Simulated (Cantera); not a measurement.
Mixture: 21.6 % CO, 0.844 % H2, 16.3 % O2, 61.2 % N2, equivalence ratio 0.69, at 1.28 atm, adiabatic and at constant volume. Ignition delay is the time to a rise of 400 K.

Detailed kinetics in Cantera: GRI-Mech 3.0 (53 species, 325 reactions). Where the delays flatten at high temperature, the 400 K rule measures the pace of heat release, not the induction time.

Q: Predict: delay at 1200 K; delay at 1275 K; delay at 1350 K; delay at 1425 K; delay at 1500 K.

A: 
```json
{
  "delay at 1200 K": "0.160 ms",
  "delay at 1275 K": "0.120 ms",
  "delay at 1350 K": "99.1 µs",
  "delay at 1425 K": "86.6 µs",
  "delay at 1500 K": "79.0 µs"
}
```
